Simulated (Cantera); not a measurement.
Feed: 1 mol Ta2O5, 4 mol CH4, 0.33 mol H2, at 1473 K and 13.3 mbar.

These are equilibrium values from Cantera (NASA tables, ideal gas, pure condensed phases), not measurements of a reactor. Candidate condensed phases: C, C6H6, C7H8, C8H18, H2O, Ta, TaC, Ta2O5; 113 gas species. Mutual solubility and eutectic melting of coexisting phases are not modelled. TaC: taken at fixed stoichiometry. Condensed phases not in the tables: Ta2C. Rates play no part.

Base state: H2 0.744, CO 0.255, H2O 0.000756, CO2 0.000105, H 9.45e-5 (mole fractions); condensed: TaC(s) + Ta2O5(s).

Problem. What changes in the equilibrium state with this change: temperature from 1473 K to 1075 K?

Solution. 
```tsv
species	before	after
H2	0.744	0.765
CO	0.255	0.234
CH4	1.52e-7	0.000352
H2O	0.000756	0.000301
H	9.45e-5	1.11e-7
CO2	0.000105	9.90e-5
TaC(s), mol	1.15	1.02
Ta2O5(s), mol	0.427	0.491
C(graphite), mol	0	0.436
```

Problem. What changes in the equilibrium state with this change: temperature from 1473 K to 923 K?

Solution. 
| species | before | after |
|---|---|---|
| H2 | 0.744 | 0.994 |
| CH4 | 1.52e-7 | 0.00306 |
| CO | 0.255 | 0.00301 |
| H | 9.45e-5 | 2.11e-9 |
| CO2 | 0.000105 | 3.82e-7 |
| H2O | 0.000756 | 6.17e-5 |
| TaC(s), mol | 1.15 | 0.0103 |
| Ta2O5(s), mol | 0.427 | 0.995 |
| C(graphite), mol | 0 | 3.94 |
